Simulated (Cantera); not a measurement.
Gas mixture: C2H4 : N2 : CH4 = 0.37 : 0.34 : 0.068 (molar parts), at 3.36 atm, frozen composition.

Cantera's kinetic-theory transport with the Lennard-Jones parameters of GRI-Mech 3.0, ideal gas; thermal conductivity in the multicomponent form. The composition is frozen, though it would react at the higher temperatures.

D: mixture-averaged diffusion coefficient of that species in the mixture.

```tsv
T (K)	ρ (kg/m³)	cp (J/kg/K)	μ (µPa s)	λ (mW/m/K)	Pr	D (cm²/s) OH	D (cm²/s) NH3	D (cm²/s) CH4
400	2.76	1534	16.8	34.5	0.746	0.139	0.0969	…
550	2.01	1821	21.7	52.5	0.753	0.241	0.177	…
700	1.58	2064	26.0	71.1	0.755	0.364	0.276	…
850	1.30	2253	29.9	89.2	0.756	0.505	0.392	…
1000	1.10	2427	33.6	108	0.756	0.664	0.523	…
1150	0.960	2562	37.0	125	0.756	0.838	0.667	…
1300	0.849	2674	40.2	142	0.756	1.03	0.825	…
```

Complete the blanks.


- 400, D (cm²/s) CH4: 0.0970
- 550, D (cm²/s) CH4: 0.171
- 700, D (cm²/s) CH4: 0.260
- 850, D (cm²/s) CH4: 0.362
- 1000, D (cm²/s) CH4: 0.477
- 1150, D (cm²/s) CH4: 0.604
- 1300, D (cm²/s) CH4: 0.742
